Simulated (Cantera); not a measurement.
## Silicon oxide and oxynitride deposition: HMDSO + NO + N2 + O3

Input: 1 mol HMDSO, 0.79 mol NO, 110 mol N2, 0.06 mol O3, held at 750 Torr.

These are equilibrium values from Cantera (NASA tables, ideal gas, pure condensed phases), not measurements of a reactor. Candidate condensed phases: C, C6H6, C7H8, C8H18, H2O, Si, SiC, SiO2, Si2N2O, Si3N4; 151 gas species. The feed counts by its element totals alone. Mutual solubility and eutectic melting of coexisting phases are not modelled. Rates play no part.

```tsv
T (K)	x N2	x H2	x CO	x HCN	x CH4	x H	x HNC	x SiO	n C(graphite)	n SiO2(β-quartz)	n Si2N2O(s)	n SiC(s)
975	0.925	0.0744	0.000213	9.03e-7	0.000696	3.12e-10	1.11e-9	<1e-12	5.89	0.629	0.685	0
1075	0.923	0.0752	0.00164	4.18e-6	0.000255	4.02e-9	1.03e-8	<1e-12	5.77	0.516	0.742	0
1175	0.917	0.0752	0.00810	1.47e-5	0.000108	3.36e-8	6.47e-8	3.03e-11	5.02	0	1.00	0
1275	0.917	0.0753	0.00812	4.28e-5	5.25e-5	2.02e-7	3.06e-7	8.71e-10	5.02	0	1.00	0
1375	0.916	0.0753	0.00812	0.000106	2.82e-5	9.40e-7	1.15e-6	1.52e-8	5.01	0	1.000	0
1475	0.916	0.0752	0.00813	0.000232	1.65e-5	3.56e-6	3.61e-6	1.78e-7	5.00	0	1.000	0
1575	0.916	0.0751	0.00812	0.000459	1.03e-5	1.14e-5	9.77e-6	1.52e-6	4.97	0	1.000	0
1675	0.916	0.0749	0.00812	0.000835	6.76e-6	3.18e-5	2.34e-5	9.93e-6	4.93	0	0.999	0
1775	0.912	0.0739	0.0127	0.00141	4.57e-6	7.87e-5	5.05e-5	6.54e-5	3.17	0	0.435	1.12
1875	0.908	0.0729	0.0161	0.00224	3.22e-6	0.000177	0.000100	0.000110	1.77	0	0	1.99
1975	0.908	0.0721	0.0161	0.00341	2.36e-6	0.000367	0.000185	0.000141	1.62	0	0	1.98
```
x: gas mole fraction; n: condensed amount in mol.

From 975 K to 1075 K the condensed part is C(graphite) + SiO2(β-quartz) + Si2N2O(s). From 1175 K to 1675 K the condensed part is C(graphite) + Si2N2O(s). At 1775 K the condensed part is C(graphite) + SiC(s) + Si2N2O(s). From 1875 K to 1975 K the condensed part is C(graphite) + SiC(s).
